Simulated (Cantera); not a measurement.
**Diamond growth**

A diamond (100) surface in a fixed gas of H2 with x(CH4) = 0.0091, x(H) = 0.0025, x(CH3) = 0.0017, 0.300 bar; coverages are run to steady state.

Model: the Harris–Goodwin 1993 mechanism for the reconstructed diamond (100) surface, integrated in Cantera.

```tsv
T (K)	growth (µm/h)	θ c6HH	θ c6H*	θ c6*H	θ c6**	θ c6HM
950	127	0.415	0.00904	0.212	0.00360	0.276
1025	192	0.407	0.0143	0.271	0.00670	0.214
1100	252	0.398	0.0210	0.332	0.0113	0.156
1175	259	0.396	0.0298	0.399	0.0180	0.0943
1250	190	0.394	0.0401	0.465	0.0266	0.0393
1325	127	0.378	0.0495	0.507	0.0352	0.0120
1400	103	0.358	0.0576	0.526	0.0432	0.00330
```
θ: site fractions in the mechanism's names (c6HH fully hydrogenated, c6H* and c6*H radical sites, c6** diradical, c6HM methylated).
